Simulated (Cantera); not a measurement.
Feed: 1 mol SiH2Cl2, 0.0049 mol C3H8, 2.9 mol H2, at 2398 K and 10.0 mbar.

Equilibrium computed with Cantera from the NASA thermochemical tables; the gas is ideal and each condensed phase is pure. Candidate condensed phases: C, C6H6, C7H8, C8H18, Si, SiC; 109 gas species. The tables' values for SiCl, SiCl3 are old estimates; treat these amounts as uncertain. Gases not in the tables: Si2H6 and higher silanes. Kinetics and transport are ignored.

**Question.** What is the equilibrium state?

**Answer.** 
```
Property                                    Value
--------------------------------------  ---------
x(H2)                                       0.504
x(HCl)                                      0.190
x(H)                                        0.112
x(Si)                                      0.0937
x(SiCl2)                                   0.0500
x(Cl)                                      0.0300
x(SiCl)                                    0.0150
x(Si2C)                                   0.00212
x(SiH)                                    0.00207
gas amount                              5.973 mol
log10 activity of Si(l) (absent)            -0.36
log10 activity of C(graphite) (absent)      -1.05
```
